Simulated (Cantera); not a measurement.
Charge: 1 mol SiH4, 0.029 mol C2H4, 330 mol H2, 0.061 mol C3H8, at 2050 K and 21000 Pa.

These are equilibrium values from Cantera (NASA tables, ideal gas, pure condensed phases), not measurements of a reactor. Candidate condensed phases: C, C6H6, C7H8, C8H18, Si, SiC; 87 gas species. Mutual solubility and eutectic melting of coexisting phases are not modelled. Gases not in the tables: Si2H6 and higher silanes. Equilibrium is a limit: real reactors are often held back by kinetics, nucleation or transport.

Base state: H2 0.994, H 0.00494, Si 0.000368, SiH2 0.000139, SiH 0.000102, Si2C 1.24e-5 (mole fractions); condensed: Si(l) + SiC(s).

Question: What changes in the equilibrium state with this change: SiH4 replaced by SiH2Cl2?

Answer: 
```tsv
species	before	after
H2	0.994	0.989
HCl	0	0.00580
H	0.00494	0.00492
SiCl2	0	7.70e-5
Si	0.000368	0.000368
SiCl	0	2.31e-5
Cl	0	2.14e-5
SiH2	0.000139	0.000139
SiH	0.000102	0.000101
Si(l), mol	0.553	0.520
SiC(s), mol	0.232	0.232
```
The tables' values for SiCl are old estimates; treat these amounts as uncertain.
